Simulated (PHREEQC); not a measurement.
Dissolve 2.3 mmol/kgw ZnSO4, 0.044 mmol/kgw NaOH and 0.038 mmol/kgw FeSO4 at 84 °C. Closed to the air; pH follows from the charge balance.

Computed with PHREEQC (ion-association model, wateq4f.dat).

Each row changes one thing in this solution. No solid was allowed to form.

```csv
case,pH,ionic strength (mol/kgw),SO4-2 (mol/kgw),Zn+2 (mol/kgw),ZnSO4 (mol/kgw),ZnOH+ (mol/kgw),SI of Zincite(c) (ZnO)
as made,5.88,0.00725,0.00182,0.00175,0.000498,4.58e-5,+0.34
NaOH left out,5.22,0.00726,0.00181,0.00178,0.000504,1.02e-5,-0.97
FeSO4 replaced by Fe2(SO4)3 at the same molality,4.20,0.00739,0.00185,0.00178,0.000513,9.80e-7,-3.01
3.3e-05 mol/kgw Sr(OH)2 added,(withheld),0.00724,0.00182,0.00170,0.000486,0.000110,(withheld)
temperature from 84 to 5 °C,7.50,0.00781,0.00195,(withheld),0.000367,1.01e-5,-0.16
NaOH from 4.4e-05 to 4.4e-06 mol/kgw,5.31,0.00726,0.00181,0.00178,0.000504,1.26e-5,-0.79
ZnSO4 from 0.0023 to 0.00023 mol/kgw,6.74,0.000975,(withheld),0.000178,1.13e-5,4.03e-5,+1.18
ZnSO4 replaced by ZnCl2 at the same molality,5.79,0.00666,2.82e-5,0.00209,9.52e-6,4.52e-5,+0.25
FeSO4 from 3.8e-05 to 3.42e-05 mol/kgw,5.88,0.00724,0.00182,0.00175,0.000498,4.58e-5,+0.34
```

### Question
Complete the blanks.

### Answer

- 3.3e-05 mol/kgw Sr(OH)2 added, pH: 6.27
- 3.3e-05 mol/kgw Sr(OH)2 added, SI of Zincite(c) (ZnO): +1.11
- temperature from 84 to 5 °C, Zn+2 (mol/kgw): 0.00190
- ZnSO4 from 0.0023 to 0.00023 mol/kgw, SO4-2 (mol/kgw): 0.000254

Complexes and solids missing from the database can't appear. Some of these states are supersaturated (in Zincite(c) (slow to form), Hematite (slow to form), Goethite (slow to form), for instance). Constants without temperature data keep their 25 °C values here.
